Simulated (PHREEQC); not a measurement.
Solution (20 °C): 14 mmol/kgw HNO3, 160 mmol/kgw FeCl3 and 3.1 mmol/kgw MnSO4. Closed to the air; pH follows from the charge balance.

All values are PHREEQC results (ion-association model, phreeqc.dat), not measurements.

No solid was allowed to form.

Task: Estimate the pH, activity of water.

Result: pH 1.74; activity of water 0.991.

Task: In which forms is Fe present?

Result: FeCl+2 52 %, Fe+3 22 %, FeCl2+ 18 %, Fe2(OH)2+4 3.4 %, FeOH+2 2.4 %, FeSO4+ 1.5 % of the Fe.

Examples of supersaturated solids here: Hematite (slow to form), Goethite (slow to form). Others may be too. Species that the database lacks are ignored.
